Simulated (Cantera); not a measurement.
## Thermodynamics of metals in furnace atmospheres, feed Ti + CO₂ + CO

A closed system holds: 1 mol Ti, 5.4 mol CO₂, 12 mol CO, equilibrated at 5.00 bar.

Equilibrium computed with Cantera from the NASA thermochemical tables; the gas is ideal and each condensed phase is pure. Candidate condensed phases: C, Ti, TiC, TiO, TiO₂, Ti₂O₃, Ti₃O₅, Ti₄O₇; 15 gas species. Equilibrium is a limit: real reactors are often held back by kinetics, nucleation or transport.

From 850 K to 1050 K the condensed part is C(graphite) + TiO₂(rutile). From 1150 K to 1850 K the condensed part is TiO₂(rutile).

| T (K) | x CO₂ | x CO | x O | x TiO₂ | x O₂ | n C(graphite) | n TiO₂(rutile) |
|---|---|---|---|---|---|---|---|
| 850 | 0.908 | 0.0918 | <1e-12 | <1e-12 | <1e-12 | 6.50 | 1.00 |
| 950 | 0.709 | 0.291 | <1e-12 | <1e-12 | <1e-12 | 5.23 | 1.00 |
| 1050 | 0.393 | 0.607 | <1e-12 | <1e-12 | <1e-12 | 2.47 | 1.00 |
| 1150 | 0.195 | 0.805 | <1e-12 | <1e-12 | <1e-12 | 0 | 1.00 |
| 1250 | 0.195 | 0.805 | <1e-12 | <1e-12 | <1e-12 | 0 | 1.00 |
| 1350 | 0.195 | 0.805 | <1e-12 | <1e-12 | <1e-12 | 0 | 1.00 |
| 1450 | 0.195 | 0.805 | <1e-12 | <1e-12 | <1e-12 | 0 | 1.00 |
| 1550 | 0.195 | 0.805 | 3.84e-12 | <1e-12 | 1.21e-12 | 0 | 1.00 |
| 1650 | 0.195 | 0.805 | 4.74e-11 | 1.78e-11 | 1.68e-11 | 0 | 1.00 |
| 1750 | 0.195 | 0.805 | 4.39e-10 | 2.29e-10 | 1.72e-10 | 0 | 1.00 |
| 1850 | 0.195 | 0.805 | 3.19e-9 | 2.22e-9 | 1.37e-9 | 0 | 1.00 |
x: gas mole fraction; n: condensed amount in mol.
